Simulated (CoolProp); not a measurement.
The fluid at 394.14 K and 1.54 MPa expands adiabatically to 0.125 MPa with isentropic efficiency 0.8. The same conditions are run with several fluids, on thermodynamics alone (safety and materials aside).

Model: reference Helmholtz-energy equation of state of each fluid (R142b: Lemmon 2006; R134a: Tillner-Roth 1994; CH2F2 (R32): Tillner-Roth 1997; hydrogen sulfide: Lemmon 2006; isobutane: Bücker 2006), in CoolProp.

```
fluid             work (kJ/kg)  final temperature (K)  final density (kg/m³)
----------------  ------------  ---------------------  ---------------------
R142b                     52.8                  318.9                   4.86
R134a                     53.8                      …                   4.83
CH2F2 (R32)               95.9                      …                   2.95
hydrogen sulfide             …                  245.1                   2.13
isobutane                 93.2                  330.7                      …
```

### Question
What belongs in the gaps?

### Answer

- R134a, final temperature (K): 323.4
- CH2F2 (R32), final temperature (K): 270.7
- hydrogen sulfide, work (kJ/kg): 138
- isobutane, final density (kg/m³): 2.71
